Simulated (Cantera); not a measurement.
Charge: 1 mol Al2O3, 22 mol Cl2, held at 798.15 K and 5.48 Torr.

Equilibrium computed with Cantera from the NASA thermochemical tables; the gas is ideal and each condensed phase is pure. Candidate condensed phases: Al, AlCl3, Al2O3; 17 gas species. Condensed phases not in the tables: AlOCl. Kinetics and transport are ignored.

Base state: Cl2 1.000, Cl 0.000105 (mole fractions); condensed: Al2O3(s).

Question: What changes in the equilibrium state with this change: temperature from 798.15 K to 1275 K?

Answer: 
| species | before | after |
|---|---|---|
| Cl2 | 1.000 | 0.885 |
| Cl | 0.000105 | 0.109 |
| AlCl3 | 1.23e-6 | 0.00332 |
| ClO | 1.05e-9 | 1.59e-5 |
| O2 | 9.22e-7 | 0.00248 |
| Al2O3(s), mol | 1.000 | 0.961 |
